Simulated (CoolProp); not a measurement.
The numbers come from the reference Helmholtz-energy equation of state, Span 2000 in CoolProp.

Q: For nitrogen, give the phase and the isothermal compressibility (1/MPa), expansivity (1/kK), fugacity coefficient at 147.3 K and 1.33 MPa; 147.3 K and 1.46 MPa.

A: 
- 147.3 K and 1.33 MPa: gas; isothermal compressibility 0.825, expansivity 8.94, fugacity coefficient 0.921
- 147.3 K and 1.46 MPa: gas; isothermal compressibility 0.759, expansivity 9.21, fugacity coefficient 0.913
